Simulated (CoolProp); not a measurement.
A Linde-Hampson liquefier for ethylene: isothermal reversible compression at 290 K from 1 atm to 10 MPa, throttling to 1 atm, return gas leaving the recuperator 5 K below the feed. Each further row changes one setting.

The numbers come from the reference Helmholtz-energy equation of state, Smukala 2000 in CoolProp.

```tsv
case	liquid yield per pass	compression work (kJ/kg of gas)
as stated	0.476	325
high pressure 20 MPa	0.502	350
warm-end temperature 320 K	0.312	386
warm-end gap 10 K	0.469	325
```
